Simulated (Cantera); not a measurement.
An isothermal, constant-pressure homogeneous reactor starts with C3H8 : H2 = 1 : 1.9 (molar parts), at 1600 K and 4800 Pa.

Model: GRI-Mech 3.0 (53 species, 325 reactions), integrated in Cantera. GRI-Mech 3.0 was tuned for natural gas; its chemistry of propane as a main component is partial and can be far from experiment. GRI-Mech 3.0 stops at C3 and has no aromatics, soot or wall deposition, so with more carbon than oxygen in the feed, carbon stays in small species such as C2H2 where larger ones or solid carbon would form. Radical loss at walls, strong at low pressure, is not modelled.

One state of this run: x C3H8 = 1.41e-11; x H2 = 0.741; x CH2 = 8.60e-9; x C2H4 = 0.000991; x CH4 = 0.00543; x C2H6 = 1.73e-7; x CH3 = 3.20e-5. x: mole fraction; the columns are a selection and need not sum to one.

Problem. Which value of t (s) does it belong to?
(A) 4.40
(B) 20.0
(C) 0.00107
(D) 0.213

Solution. B, 20.0
